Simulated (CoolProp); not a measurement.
A simple Rankine cycle with ammonia: condensing at 315.15 K, boiler at 5.06 MPa, turbine inlet 377.6 K, turbine efficiency 0.6, pump efficiency 0.6, no recuperator. Each further row changes one setting.

Values from CoolProp's reference Helmholtz-energy equation of state, Gao 2020.

```tsv
case	thermal efficiency (%)	net work (kJ/kg)	heat in (kJ/kg)	turbine exit temperature (K)	volume ratio over the turbine
as stated	?	74.7	1130	315.1	2.84
turbine inlet 397.6 K	?	83.8	1210	?	2.74
condensing temperature 307.15 K	?	?	1170	307.1	3.51
boiler pressure 3.54 MPa	5.0	59.8	1200	330.5	1.98
turbine efficiency 0.5	5.4	60.6	1130	315.1	2.88
```

**Question.** Fill in the missing entries.

**Answer.** 
- as stated, thermal efficiency (%): 6.6
- turbine inlet 397.6 K, thermal efficiency (%): 6.9
- turbine inlet 397.6 K, turbine exit temperature (K): 325.8
- condensing temperature 307.15 K, thermal efficiency (%): 7.7
- condensing temperature 307.15 K, net work (kJ/kg): 89.8

The expansion ends wet for: as stated; condensing temperature 307.15 K; turbine efficiency 0.5.
